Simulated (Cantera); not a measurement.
**Low-pressure radical oxidation in H2/O2**

An isothermal, constant-pressure homogeneous reactor starts with 31.5 % H2, 68.5 % O2, equivalence ratio 0.23, at 1225 K and 20.0 Torr.

Computed with Cantera and the H2/O2 subset of GRI-Mech 3.0, which has no nitrogen chemistry. Radical loss at walls, strong at low pressure, is not modelled. The temperature is held fixed by assumption; the heat of reaction is taken as removed at once.

```
t (s)         x H2   x O2   x H2O2       x O      x OH       x H
--------  --------  -----  -------  --------  --------  --------
0.000700    0.0229  0.534  8.14e-7    0.0793    0.0145     0.120
0.00199     0.0146  0.570  1.10e-6    0.0504    0.0122    0.0586
0.00568    0.00385  0.613  1.33e-6    0.0118   0.00630   0.00657
0.0162    0.000366  0.624  6.21e-7   0.00109   0.00191  0.000181
0.0461     4.12e-5  0.626  2.01e-7  0.000127  0.000654   7.17e-6
0.131      7.36e-6  0.626  6.81e-8   2.35e-5  0.000282   5.73e-7
0.374      1.77e-6  0.626  2.41e-8   5.80e-6  0.000140   7.02e-8
1.07       5.05e-7  0.626  8.70e-9   1.68e-6   7.55e-5   1.10e-8
3.04       1.66e-7  0.626  3.33e-9   5.56e-7   4.34e-5   2.09e-9
8.65       7.49e-8  0.626  1.69e-9   2.51e-7   2.91e-5  6.39e-10
24.6       6.18e-8  0.626  1.44e-9   2.06e-7   2.64e-5  4.79e-10
70.2       6.16e-8  0.626  1.44e-9   2.05e-7   2.63e-5  4.77e-10
200        6.16e-8  0.626  1.44e-9   2.05e-7   2.63e-5  4.77e-10
```
x: mole fraction; the columns are a selection and need not sum to one.

Equilibrium at this temperature and pressure: H2 6.16e-8, O2 0.626, H2O2 1.44e-9, O 2.05e-7, OH 2.63e-5, H 4.77e-10 (gas phase only).
